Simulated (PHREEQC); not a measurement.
2.1 g of hydrous ferric oxide (600 m²/g; 0.2 weak and 0.005 strong sites per Fe, Dzombak-Morel constants, diffuse double layer) in 1 kg of water with 0.1 mol/kgw of an inert sodium salt and 7.1e-06 mol NaH2PO4, at 25 °C; the pH is set by adding NaOH or the inert anion's acid. Oxygen alone is held at its pressure in air (log pO2 = -0.68). CO2 from the air is kept out. Precipitation was switched off in this run.

Computed with PHREEQC (ion-association model, wateq4f.dat).

Problem. Predict surface charge σ (C/m²), surface potential ψ (mV) at pH = 4, 7, 7.5, 10.

Solution. 
```csv
pH,surface charge σ (C/m²),surface potential ψ (mV)
4,0.321,146
7,0.045,52
7.5,0.022,29
10,-0.094,-85
```

H3PO4, which wateq4f.dat lacks, is added to it with the constant of phreeqc.dat.
